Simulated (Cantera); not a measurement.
Input: 1 mol CCl₄, 1.3 mol HCl, equilibrated at 4.30 mbar.

Method: chemical equilibrium by Gibbs-energy minimisation in Cantera with the NASA 1993 tables (ideal gas, pure condensed phases). Candidate condensed phases: C, C₆H₆, C₇H₈, C₈H₁₈; 91 gas species. The tables' values for CCl are old estimates; treat these amounts as uncertain. Rates play no part. All values below are at 3025 K.

Base state: Cl 0.755, H 0.157, C₃ 0.0400, HCl 0.0258, C 0.0112, C₂ 0.00544, H₂ 0.00365, C₂H 0.00105 (mole fractions); condensed: gas only.

Question: What changes in the equilibrium state with this change: pressure from 4.30 mbar to 1.33 mbar?

Answer: 
```csv
species,before,after
Cl,0.755,0.750
H,0.157,0.174
C₃,0.0400,0.0344
HCl,0.0258,0.00881
C,0.0112,0.0233
C₂HCl,2.25e-5,3.18e-6
C₂H₂ (acetylene),0.000138,2.17e-5
Cl₂,2.46e-5,7.52e-6
```
